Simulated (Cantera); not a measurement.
**Hydrocarbon pyrolysis for carbon deposition**

An isothermal, constant-pressure homogeneous reactor starts with CH4 : H2 = 0.55 : 6 (molar parts), at 1750 K and 13300 Pa.

Computed with Cantera and GRI-Mech 3.0 (53 species, 325 reactions). GRI-Mech 3.0 stops at C3 and has no aromatics, soot or wall deposition, so with more carbon than oxygen in the feed, carbon stays in small species such as C2H2 where larger ones or solid carbon would form.

| t (s) | x CH4 | x H2 | x C2H | x CH3 | x C2H6 |
|---|---|---|---|---|---|
| 3.00e-6 | 0.0840 | 0.916 | <1e-12 | 1.63e-6 | 1.05e-12 |
| 1.05e-5 | 0.0840 | 0.916 | <1e-12 | 6.14e-6 | 5.71e-11 |
| 3.67e-5 | 0.0839 | 0.916 | <1e-12 | 2.20e-5 | 2.65e-9 |
| 0.000128 | 0.0839 | 0.916 | <1e-12 | 7.73e-5 | 9.81e-8 |
| 0.000448 | 0.0837 | 0.916 | <1e-12 | 0.000264 | 2.26e-6 |
| 0.00157 | 0.0827 | 0.916 | 1.80e-10 | 0.000723 | 1.73e-5 |
| 0.00548 | 0.0785 | 0.918 | 6.57e-9 | 0.000883 | 2.38e-5 |
| 0.0191 | 0.0661 | 0.925 | 3.02e-8 | 0.000758 | 1.73e-5 |
| 0.0669 | 0.0418 | 0.938 | 7.92e-8 | 0.000501 | 7.37e-6 |
| 0.234 | 0.0176 | 0.951 | 1.34e-7 | 0.000222 | 1.41e-6 |
| 0.818 | 0.00574 | 0.958 | 1.63e-7 | 7.51e-5 | 1.70e-7 |
| 2.86 | 0.00238 | 0.959 | 1.72e-7 | 3.15e-5 | 4.15e-8 |
| 10.0 | 0.00206 | 0.960 | 1.73e-7 | 2.72e-5 | 3.46e-8 |
x: mole fraction; the columns are a selection and need not sum to one.

Equilibrium at this temperature and pressure: CH4 0.00205, H2 0.960, C2H 1.73e-7, CH3 2.72e-5, C2H6 3.46e-8 (gas phase only).
